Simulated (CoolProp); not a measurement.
Vapour-liquid equilibrium of ethanol (1) + ethylbenzene (2) at 441.3 K; x and y are mole fractions of (1).

Values from CoolProp's multi-fluid Helmholtz-energy mixture model, Schroeder 2014 and Zhou 2012; pair parameters Bell 2016.

| x | bubble pressure (MPa) | y at the bubble point | dew pressure at overall composition x (MPa) | liquid density (mol/L) |
|---|---|---|---|---|
| 0.05 | 0.4032 | 0.445 | 0.2346 | 6.997 |
| 0.125 | 0.6165 | 0.642 | 0.2552 | 7.230 |
| 0.2 | 0.7746 | 0.720 | 0.2796 | 7.484 |
| 0.275 | 0.8923 | 0.764 | 0.3088 | 7.764 |
| 0.35 | 0.9826 | 0.792 | 0.3446 | 8.074 |
| 0.425 | 1.055 | 0.813 | 0.3893 | 8.420 |
| 0.5 | 1.118 | 0.831 | 0.4469 | 8.810 |
| 0.575 | 1.177 | 0.849 | 0.5236 | 9.252 |
| 0.65 | 1.234 | 0.867 | 0.6304 | 9.758 |
| 0.725 | 1.292 | 0.888 | 0.7858 | 10.34 |
| 0.8 | 1.353 | 0.912 | 1.011 | 11.02 |
| 0.875 | 1.416 | 0.940 | 1.257 | 11.81 |
| 0.95 | 1.480 | 0.974 | 1.436 | 12.74 |

No azeotrope shows between x = 0.05 and 0.95.

Pair parameters are fitted to limited data, so mixtures are less certain than the pure fluids. With so large a gap from Raoult's law the liquid may split in two, which this calculation doesn't test in full.
